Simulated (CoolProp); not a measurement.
Properties of cyclopropane along the isobar 0.886 MPa (Tc = 125.5 °C, pc = 5.605 MPa, ω = 0.131).

Values from CoolProp's reference Helmholtz-energy equation of state, Polt 1992. This equation is an older, rougher fit.

| T (°C) | phase | density (kg/m³) | cv (kJ/(kg K)) | Joule-Thomson coefficient (K/MPa) | fugacity coefficient |
|---|---|---|---|---|---|
| 41.45 | gas | 16.44 | 1.320 | 22.02 | 0.8832 |
| 54.65 | gas | 15.42 | 1.367 | 18.61 | 0.8984 |
| 67.85 | gas | 14.57 | 1.418 | 15.88 | 0.9109 |
| 81.05 | gas | 13.83 | 1.473 | 13.65 | 0.9214 |
| 94.25 | gas | 13.19 | 1.528 | 11.83 | 0.9302 |
| 107.45 | gas | 12.61 | 1.585 | 10.31 | 0.9377 |
| 120.65 | gas | 12.10 | 1.642 | 9.038 | 0.9440 |
| 133.85 | gas | 11.63 | 1.700 | 7.966 | 0.9494 |
| 147.05 | gas | 11.21 | 1.756 | 7.057 | 0.9541 |
| 160.25 | gas | 10.81 | 1.812 | 6.279 | 0.9581 |
| 173.45 | gas | 10.45 | 1.867 | 5.612 | 0.9616 |
| 186.65 | gas | 10.12 | 1.920 | 5.035 | 0.9646 |
| 199.85 | gas | 9.808 | 1.973 | 4.534 | 0.9673 |
